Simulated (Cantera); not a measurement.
## Abatement and gas-phase synthesis: H2S + H2 + O2

Feed: 1 mol H2S, 1.4 mol H2, 3.8 mol O2, held at 2873.15 K and 0.00890 bar.

Equilibrium computed with Cantera from the NASA thermochemical tables; the gas is ideal and each condensed phase is pure. Candidate condensed phases: H2O, H2SO4, S; 19 gas species. Equilibrium is a limit: real reactors are often held back by kinetics, nucleation or transport.

```yaml
x(O): 0.289
x(H): 0.247
x(O2): 0.144
x(OH): 0.0924
x(H2O): 0.0613
x(SO): 0.0528
x(SO2): 0.0517
x(H2): 0.0491
x(S): 0.0118
gas_amount: 8.563 mol
log10 activity of S(l) (absent): -5.07
```
